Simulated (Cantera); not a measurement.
A perfectly stirred reactor is fed with CH₄ : CO₂ : H₂ = 1 : 1.1 : 0.079 (molar parts), at 825 Torr; it is held at 1548 K, and followed from long to short residence time.

Model: GRI-Mech 3.0 (53 species, 325 reactions), integrated in Cantera.

Q: What does this change do: temperature 1548 to 1948 K?

A: 
```csv
quantity,before,after
x(CH₄) at τ = 0.950 s,0.108,0.00510
x(CO₂) at τ = 0.950 s,0.158,0.0112
x(H₂) at τ = 0.950 s,0.201,0.447
x(CH₂) at τ = 0.950 s,1.17e-8,3.53e-7
x(CH₂O) at τ = 0.950 s,1.78e-6,3.10e-7
x(CH₄) at τ = 45.0 ms,0.359,0.0196
x(CO₂) at τ = 45.0 ms,0.446,0.0398
x(H₂) at τ = 45.0 ms,0.106,0.350
x(CH₂) at τ = 45.0 ms,9.63e-9,1.77e-6
x(CH₂O) at τ = 45.0 ms,5.27e-6,3.51e-6
```
